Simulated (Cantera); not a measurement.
Thermal oxidation and active oxidation of silicon: Si + H₂O + H₂ + N₂O

Charge: 1 mol Si, 0.013 mol H₂O, 770 mol H₂, 0.71 mol N₂O, at 73.0 mbar.

Method: chemical equilibrium by Gibbs-energy minimisation in Cantera with the NASA 1993 tables (ideal gas, pure condensed phases). Candidate condensed phases: H₂O, Si, SiO₂, Si₂N₂O, Si₃N₄; 35 gas species. Mutual solubility and eutectic melting of coexisting phases are not modelled. The tables hold silica as quartz up to 1696 K and as liquid above; real silica turns to tridymite and cristobalite and melts near 1996 K. Gases not in the tables: Si₂H₆ and higher silanes. The numbers say what is thermodynamically allowed, not how fast it happens.

| T (°C) | log p H₂ | log p H | log p SiO | log p N₂ | log p Si | n SiO₂(β-quartz) | n Si₂N₂O(s) | n Si(l) |
|---|---|---|---|---|---|---|---|---|
| 827 | -1.14 | -8.16 | -10.53 | -4.57 | <-13 | 0.145 | 0.427 | 0 |
| 977 | -1.14 | -6.88 | -7.64 | -4.57 | <-13 | 0.142 | 0.429 | 0 |
| 1127 | -1.14 | -5.88 | -5.38 | -4.55 | -11.58 | 0.125 | 0.416 | 0 |
| 1277 | -1.14 | -5.07 | -4.38 | -4.39 | -8.18 | 0 | 0.277 | 0 |
| 1427 | -1.14 | -4.40 | -4.17 | -4.17 | -6.17 | 0 | 0 | 0.256 |
| 1577 | -1.14 | -3.84 | -4.17 | -4.17 | -5.19 | 0 | 0 | 0.156 |
| 1727 | -1.14 | -3.36 | -4.17 | -4.17 | -4.72 | 0 | 0 | 0 |
| 1877 | -1.14 | -2.95 | -4.17 | -4.18 | -4.67 | 0 | 0 | 0 |
log p: log10 of the partial pressure in bar; n: condensed amount in mol.

From 827 °C to 1127 °C the condensed part is SiO₂(β-quartz) + Si₂N₂O(s). At 1277 °C the condensed part is Si₂N₂O(s). From 1427 °C to 1577 °C the condensed part is Si(l). From 1727 °C to 1877 °C nothing is condensed.
